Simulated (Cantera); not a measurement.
Feed: 1 mol Cr, 36 mol N2, at 1.20 bar.

Method: chemical equilibrium by Gibbs-energy minimisation in Cantera with the NASA 1993 tables (ideal gas, pure condensed phases). Candidate condensed phases: Cr, CrN, Cr2N; 4 gas species. The numbers say what is thermodynamically allowed, not how fast it happens.

Task: What share of the Cr ends up in condensed phases as a function of T (K), at 1998, 2048, 2098, 2148, 2198, 2248, 2298, 2348, 2398, 2448?

Result: 
```json
[
 {"T (K)": "1998", "Cr condensed (%)": "96.6", "as": "Cr(s)"},
 {"T (K)": "2048", "Cr condensed (%)": "94.2", "as": "Cr(s)"},
 {"T (K)": "2098", "Cr condensed (%)": "90.2", "as": "Cr(s)"},
 {"T (K)": "2148", "Cr condensed (%)": "84.1", "as": "Cr(l)"},
 {"T (K)": "2198", "Cr condensed (%)": "75.2", "as": "Cr(l)"},
 {"T (K)": "2248", "Cr condensed (%)": "61.9", "as": "Cr(l)"},
 {"T (K)": "2298", "Cr condensed (%)": "42.7", "as": "Cr(l)"},
 {"T (K)": "2348", "Cr condensed (%)": "15.0", "as": "Cr(l)"},
 {"T (K)": "2398", "Cr condensed (%)": "0.0", "as": "-"},
 {"T (K)": "2448", "Cr condensed (%)": "0.0", "as": "-"}
]
```
